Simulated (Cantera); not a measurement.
# Equilibrium for silicon etching in halogen gases: Si + HF

Charge: 1 mol Si, a varied amount of HF, held at 798 K and 0.270 bar.

Equilibrium computed with Cantera from the NASA thermochemical tables; the gas is ideal and each condensed phase is pure. Candidate condensed phases: Si; 25 gas species. Kinetics and transport are ignored.

```json
[
 {"n(HF) (mol)": "1.7", "log p HF": "-7.03", "log p H2": "-0.75", "log p SiF4": "-1.06", "log p SiHF3": "-2.26", "log p SiH2F2": "-3.68", "log p H2F2": "<-12", "n Si(s)": "0.568"},
 {"n(HF) (mol)": "2.4", "log p HF": "-7.03", "log p H2": "-0.75", "log p SiF4": "-1.06", "log p SiHF3": "-2.26", "log p SiH2F2": "-3.68", "log p H2F2": "<-12", "n Si(s)": "0.390"},
 {"n(HF) (mol)": "3.4", "log p HF": "-7.03", "log p H2": "-0.75", "log p SiF4": "-1.06", "log p SiHF3": "-2.26", "log p SiH2F2": "-3.68", "log p H2F2": "<-12", "n Si(s)": "0.136"},
 {"n(HF) (mol)": "4.9", "log p HF": "-1.21", "log p H2": "-0.86", "log p SiF4": "-1.16", "log p SiHF3": "-8.29", "log p SiH2F2": "<-12", "log p H2F2": "-6.43", "n Si(s)": "0"},
 {"n(HF) (mol)": "6.9", "log p HF": "-0.88", "log p H2": "-1.04", "log p SiF4": "-1.34", "log p SiHF3": "-8.98", "log p SiH2F2": "<-12", "log p H2F2": "-5.77", "n Si(s)": "0"},
 {"n(HF) (mol)": "9.8", "log p HF": "-0.75", "log p H2": "-1.21", "log p SiF4": "-1.51", "log p SiHF3": "-9.45", "log p SiH2F2": "<-12", "log p H2F2": "-5.52", "n Si(s)": "0"},
 {"n(HF) (mol)": "14", "log p HF": "-0.68", "log p H2": "-1.38", "log p SiF4": "-1.68", "log p SiHF3": "-9.86", "log p SiH2F2": "<-12", "log p H2F2": "-5.38", "n Si(s)": "0"},
 {"n(HF) (mol)": "20", "log p HF": "-0.64", "log p H2": "-1.55", "log p SiF4": "-1.85", "log p SiHF3": "-10.23", "log p SiH2F2": "<-12", "log p H2F2": "-5.30", "n Si(s)": "0"}
]
```
log p: log10 of the partial pressure in bar; n: condensed amount in mol.

From 1.7 mol HF to 3.4 mol HF the condensed part is Si(s). From 4.9 mol HF to 20 mol HF nothing is condensed. The main Si-bearing gas is SiF4 throughout.
